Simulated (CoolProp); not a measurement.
Properties of CH2F2 (R32) along the isobar 101 kPa (Tc = 78.1 °C, pc = 5783 kPa, ω = 0.277).

The numbers come from the reference Helmholtz-energy equation of state, Tillner-Roth 1997 in CoolProp.

```tsv
T (°C)	phase	cv (kJ/(kg K))	speed of sound (m/s)	Joule-Thomson coefficient (K/MPa)	Prandtl number
-64.25	liquid	0.9491	1036	-0.2819	2.81
-53.95	liquid	0.9421	982.8	-0.2617	2.52
-43.75	gas	0.6405	211.7	69.61	0.966
-33.45	gas	0.6332	216.8	57.72	0.917
-23.25	gas	0.6339	221.5	48.89	0.889
-12.95	gas	0.6390	226.1	41.88	0.871
-2.75	gas	0.6468	230.3	36.28	0.857
7.55	gas	0.6567	234.5	31.65	0.846
17.75	gas	0.6681	238.5	27.87	0.837
28.05	gas	0.6807	242.4	24.68	0.829
38.25	gas	0.6942	246.1	22.02	0.822
48.55	gas	0.7085	249.8	19.74	0.816
58.75	gas	0.7233	253.4	17.82	0.810
69.05	gas	0.7387	256.9	16.14	0.805
79.25	gas	0.7543	260.3	14.70	0.799
```

Viscosity comes from a separate model (Bell 2016), an estimate that may be off by 10 % or more. Thermal conductivity comes from a separate model (Huber 2003), an estimate that may be off by 10 % or more.
